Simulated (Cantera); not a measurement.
Input: 1 mol Fe3O4, 1.4 mol C, 4.9 mol H2, at 998.15 K and 38.0 mbar.

Method: chemical equilibrium by Gibbs-energy minimisation in Cantera with the NASA 1993 tables (ideal gas, pure condensed phases). Candidate condensed phases: C, C6H6, C7H8, C8H18, Fe, Fe(CO)5, FeO, Fe(OH)2, Fe(OH)3, Fe2O3, Fe3O4, H2O; 114 gas species. The tables' stoichiometric FeO is somewhat more stable than real wüstite, so its field is too wide. FeO: taken at fixed stoichiometry. Rates play no part.

Base state: H2 0.660, CO 0.177, H2O 0.117, CO2 0.0455, CH4 2.48e-5 (mole fractions); condensed: Fe(α) + FeO(s).

What changes in the equilibrium state with this change: Fe3O4 replaced by CuO?


```
species            before     after
----------------  -------  --------
H2                  0.660     0.828
CO                  0.177     0.167
CH4               2.48e-5   0.00254
H2O                 0.117   0.00214
CO2                0.0455  0.000625
Fe(α), mol           1.43         0
FeO(s), mol          1.57         0
C(graphite), mol        0     0.401
Cu(s), mol              0      1.00
```
Further candidate phases: Cu, CuO, Cu(OH)2, Cu2O.
